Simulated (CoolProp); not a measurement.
A single-stage vapour-compression cycle with the fluid: evaporating at 277.15 K (dew point), condensing at 311.15 K (bubble point), superheat 8 K, subcooling 0 K, compressor efficiency 0.65, no pressure losses. The same conditions are run with several fluids, on thermodynamics alone (safety and materials aside).

The numbers come from the reference Helmholtz-energy equation of state of each fluid (R404A: Lemmon 2003; R410A: Lemmon 2003; chlorine: Thol 2021; R21: Platzer 1990; C3F8 (R218): Lemmon 2006; n-perfluoropentane: Gao 2022) in CoolProp. The equations of Platzer and Polt are older, rougher fits. Blends and air are pseudo-pure fits.

### Question
Rank R404A, R410A, chlorine, R21, C3F8 (R218), n-perfluoropentane by cooling COP, highest first.

### Answer
R21 (4.74), chlorine (4.54), n-perfluoropentane (4.18), R410A (4.09), R404A (3.98), C3F8 (R218) (3.67)

| fluid | pressure ratio | discharge temperature (K) | refrigerating effect (kJ/kg) | volumetric capacity (kJ/m³) |
|---|---|---|---|---|
| R404A | 2.56 | 331.3 | 119 | 3910 |
| R410A | 2.55 | 345.8 | 169 | 5550 |
| chlorine | 2.59 | 393.9 | 234 | 3130 |
| R21 | 3.33 | 360.4 | 211 | 789 |
| C3F8 (R218) | 2.58 | 314.7 | 55.4 | 2390 |
| n-perfluoropentane | 3.82 | 311.1 | 68.6 | 308 |

The compression ends wet for: n-perfluoropentane.
